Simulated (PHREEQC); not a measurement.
Dissolve 0.0011 mol/kgw FeSO4, 0.25 mol/kgw ZnCl2 and 0.00072 mol/kgw Na2SO4 at 40 °C. It is in equilibrium with CO2 at log p = -3.4 (atm). Otherwise closed; pH follows from the charge balance.

The numbers come from PHREEQC with the ion-association model, phreeqc.dat.

Each row changes one thing in this solution. This is a speciation only: nothing precipitates in the calculation.

```
case                                            pH  ionic strength (mol/kgw)  Cl- (mol/kgw)  SO4-2 (mol/kgw)  CO2 (mol/kgw)  NaSO4- (mol/kgw)  SI of Halite (NaCl)
--------------------------------------------  ----  ------------------------  -------------  ---------------  -------------  ----------------  -------------------
as made                                       4.76                     0.572          0.390         0.000747        8.27e-6           1.16e-6                -5.18
0.013 mol/kgw KBr added                       4.76                     0.586          0.390         0.000749        8.25e-6           1.15e-6                -5.18
ZnCl2 from 0.25 to 0.125 mol/kgw              4.88                     0.316              ?         0.000764        8.78e-6           1.46e-6                -5.40
FeSO4 replaced by MnSO4 at the same molality  4.76                     0.572          0.390         0.000747        8.27e-6           1.16e-6                -5.18
FeSO4 from 0.0011 to 0.00165 mol/kgw          4.76                     0.573          0.390         0.000971        8.27e-6           1.50e-6                -5.18
diluted 100-fold with water                   5.47                   0.00746        0.00496          1.39e-5        9.42e-6          7.60e-10                    ?
ZnCl2 replaced by AlCl3 at the same molality  2.89                      1.49              ?                ?        6.69e-6           1.75e-7                -4.90
```

Complete the blanks.


- ZnCl2 from 0.25 to 0.125 mol/kgw, Cl- (mol/kgw): 0.216
- diluted 100-fold with water, SI of Halite (NaCl): -8.81
- ZnCl2 replaced by AlCl3 at the same molality, Cl- (mol/kgw): 0.750
- ZnCl2 replaced by AlCl3 at the same molality, SO4-2 (mol/kgw): 0.000149

The ionic strength passes 0.7 mol/kgw, the rough limit of the ion-association models, in ZnCl2 replaced by AlCl3 at the same molality. Constants without temperature data keep their 25 °C values here.
